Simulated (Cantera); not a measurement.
Cantera with NASA thermochemical tables; ideal gases at 1 bar, condensed phases pure. Values are per mole of reaction as written; species without (g) are pure solids or liquids, kept so even where they would boil at 1 bar.

Task: Between 300 and 2325 K, where is each reaction favourable under standard conditions?
- H₂S(g) + Ca = H₂(g) + CaS

Result: 
- H₂S(g) + Ca = H₂(g) + CaS: ΔG° is -434 kJ at 300 K and -327 kJ at 2325 K; it stays negative (K > 1). ΔH° is -454 kJ and ΔS° -55 J/K at 2325 K.
